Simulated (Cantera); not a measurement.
An isothermal, constant-pressure homogeneous reactor starts with 1.57 % H2, 98.4 % O2, at 1075 K and 0.750 Torr.

Model: GRI-Mech 3.0 (53 species, 325 reactions), integrated in Cantera. Radical loss at walls, strong at low pressure, is not modelled.

Problem. Predict: x(H2) at 9.00 s; x(O2) at 9.00 s; x(H2O) at 9.00 s; x(H) at 9.00 s; x(HO2) at 9.00 s; x(H2O2) at 9.00 s.

Solution. 
```json
{
 "x(H2) at 9.00 s": "5.17e-5 (gas-phase equilibrium 3.57e-10)",
 "x(O2) at 9.00 s": "0.978 (gas-phase equilibrium 0.984)",
 "x(H2O) at 9.00 s": "0.0152 (gas-phase equilibrium 0.0159)",
 "x(H) at 9.00 s": "0.000494 (gas-phase equilibrium 8.82e-12)",
 "x(HO2) at 9.00 s": "1.34e-7 (gas-phase equilibrium 6.41e-10)",
 "x(H2O2) at 9.00 s": "2.28e-9 (gas-phase equilibrium 3.43e-12)"
}
```
